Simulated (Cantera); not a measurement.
Charge: 1 mol CS2, 0.77 mol SO2, 0.22 mol O2, 0.74 mol H2O, held at 2825 K and 0.220 bar.

Method: chemical equilibrium by Gibbs-energy minimisation in Cantera with the NASA 1993 tables (ideal gas, pure condensed phases). Candidate condensed phases: C, C6H6, C7H8, C8H18, H2O, H2SO4, S; 123 gas species. Equilibrium is a limit: real reactors are often held back by kinetics, nucleation or transport.

Base state: CO 0.231, SO 0.198, S2 0.131, S 0.113, H2 0.0907, SO2 0.0767, H 0.0573, H2O 0.0433 (mole fractions); condensed: gas only.

Question: What changes in the equilibrium state with this change: O2 from 0.22 to 2.5 mol?

Answer: 
| species | before | after |
|---|---|---|
| SO2 | 0.0767 | 0.413 |
| SO | 0.198 | 0.130 |
| CO | 0.231 | 0.129 |
| S2 | 0.131 | 0.000842 |
| S | 0.113 | 0.00909 |
| O2 | 0.000594 | 0.0399 |
| SH | 0.0283 | 0.00116 |
| O | 0.00311 | 0.0255 |
| CO2 | 0.0157 | 0.0717 |
| OH | 0.00786 | 0.0330 |
| H2 | 0.0907 | 0.0238 |
| H2O | 0.0433 | 0.0929 |
| H | 0.0573 | 0.0293 |
| H2S | 0.00186 | 3.91e-5 |
| SO3 | 9.78e-7 | 4.32e-5 |
| COS | 0.000196 | 8.79e-6 |
| S2O | 0.00173 | 9.13e-5 |

Question: What changes in the equilibrium state with this change: 1.6 mol N2 added?

Answer: 
```
species    before     after
-------  --------  --------
N2              0     0.279
CO          0.231     0.164
SO          0.198     0.146
H2O        0.0433    0.0278
CO2        0.0157    0.0102
S2          0.131    0.0855
SO2        0.0767    0.0519
SH         0.0283    0.0192
H2         0.0907    0.0637
S           0.113    0.0916
H          0.0573    0.0480
NO              0   0.00110
SN              0  0.000156
H2S       0.00186   0.00105
COS      0.000196  0.000113
S2O       0.00173   0.00103
```

Question: What changes in the equilibrium state with this change: O2 from 0.22 to 2.8 mol?

Answer: 
| species | before | after |
|---|---|---|
| SO2 | 0.0767 | 0.424 |
| CO | 0.231 | 0.112 |
| SO | 0.198 | 0.104 |
| S2 | 0.131 | 0.000320 |
| O2 | 0.000594 | 0.0663 |
| SH | 0.0283 | 0.000629 |
| S | 0.113 | 0.00561 |
| O | 0.00311 | 0.0329 |
| CO2 | 0.0157 | 0.0806 |
| H2 | 0.0907 | 0.0184 |
| OH | 0.00786 | 0.0373 |
| H | 0.0573 | 0.0258 |
| H2O | 0.0433 | 0.0925 |
| H2S | 0.00186 | 1.86e-5 |
| SO3 | 9.78e-7 | 5.71e-5 |
| COS | 0.000196 | 4.72e-6 |
